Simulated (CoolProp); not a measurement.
Properties of R507A along the isobar 0.101 MPa (Tc = 343.8 K, pc = 3.705 MPa, ω = 0.286).

Values from CoolProp's reference Helmholtz-energy equation of state, Lemmon 2003. It is a pseudo-pure fit of the blend.

```json
[
 {"T (K)": "305", "phase": "gas", "Joule-Thomson coefficient (K/MPa)": "15.72", "isothermal compressibility (1/MPa)": "10.06"},
 {"T (K)": "321.2", "phase": "gas", "Joule-Thomson coefficient (K/MPa)": "___", "isothermal compressibility (1/MPa)": "10.03"},
 {"T (K)": "337.5", "phase": "gas", "Joule-Thomson coefficient (K/MPa)": "___", "isothermal compressibility (1/MPa)": "10.01"},
 {"T (K)": "353.7", "phase": "gas", "Joule-Thomson coefficient (K/MPa)": "9.774", "isothermal compressibility (1/MPa)": "9.991"},
 {"T (K)": "370", "phase": "gas", "Joule-Thomson coefficient (K/MPa)": "8.537", "isothermal compressibility (1/MPa)": "9.978"},
 {"T (K)": "386.2", "phase": "gas", "Joule-Thomson coefficient (K/MPa)": "7.529", "isothermal compressibility (1/MPa)": "9.967"},
 {"T (K)": "402.5", "phase": "gas", "Joule-Thomson coefficient (K/MPa)": "___", "isothermal compressibility (1/MPa)": "9.957"},
 {"T (K)": "418.7", "phase": "gas", "Joule-Thomson coefficient (K/MPa)": "___", "isothermal compressibility (1/MPa)": "9.950"},
 {"T (K)": "435", "phase": "gas", "Joule-Thomson coefficient (K/MPa)": "___", "isothermal compressibility (1/MPa)": "9.943"},
 {"T (K)": "451.2", "phase": "gas", "Joule-Thomson coefficient (K/MPa)": "4.871", "isothermal compressibility (1/MPa)": "9.938"},
 {"T (K)": "467.5", "phase": "gas", "Joule-Thomson coefficient (K/MPa)": "___", "isothermal compressibility (1/MPa)": "9.933"},
 {"T (K)": "483.7", "phase": "gas", "Joule-Thomson coefficient (K/MPa)": "4.038", "isothermal compressibility (1/MPa)": "9.929"},
 {"T (K)": "500", "phase": "gas", "Joule-Thomson coefficient (K/MPa)": "3.697", "isothermal compressibility (1/MPa)": "9.925"}
]
```

**Question.** Complete the blanks.

**Answer.** 
- 321.2, Joule-Thomson coefficient (K/MPa): 13.24
- 337.5, Joule-Thomson coefficient (K/MPa): 11.30
- 402.5, Joule-Thomson coefficient (K/MPa): 6.688
- 418.7, Joule-Thomson coefficient (K/MPa): 5.985
- 435, Joule-Thomson coefficient (K/MPa): 5.384
- 467.5, Joule-Thomson coefficient (K/MPa): 4.425
